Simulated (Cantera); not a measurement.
Input: 1 mol BN, 4.2 mol NF3, at 902 °C.

Method: chemical equilibrium by Gibbs-energy minimisation in Cantera with the NASA 1993 tables (ideal gas, pure condensed phases). Candidate condensed phases: B, BN; 13 gas species. Equilibrium is a limit: real reactors are often held back by kinetics, nucleation or transport.

log p: log10 of the partial pressure in bar; nothing condenses.

```csv
P (Pa),log p F,log p F2,log p N2,log p BF3,log p NF3
1,-5.14,-9.55,-5.71,-6.12,<-17
6.80,-4.31,-7.88,-4.87,-5.29,[?]
46,-3.48,-6.22,-4.04,-4.46,[?]
320,-2.64,-4.55,-3.20,-3.61,[?]
2200,-1.84,-2.94,-2.34,-2.76,[?]
15000,-1.14,-1.55,-1.45,-1.87,[?]
100000,-0.59,-0.44,-0.57,-0.98,[?]
```

### Question
Some entries are withheld; supply them.

### Answer

- 6.80, log p NF3: -15.65
- 46, log p NF3: -12.74
- 320, log p NF3: -9.81
- 2200, log p NF3: -6.97
- 15000, log p NF3: -4.43
- 100000, log p NF3: -2.33
